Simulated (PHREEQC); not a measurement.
Dissolve 2 mol/kgw NaOH at 25 °C. Closed to the air; pH follows from the charge balance.

Model: Pitzer model, pitzer.dat, run in PHREEQC.

The pH is 14.20. The ionic strength is 2.00 mol/kgw and the activity of water is 0.929. The density comes out as 1.078 g/cm³. The osmotic coefficient is 1.015. The total alkalinity is 2000 meq/kg.

| species | molality | activity | log γ |
|---|---|---|---|
| OH- | 2.00 | 1.49 | -0.128 |
| Na+ | 2.00 | 1.32 | -0.179 |

No solid was allowed to form. In brines, pH and single-ion activities rest on the MacInnes convention.
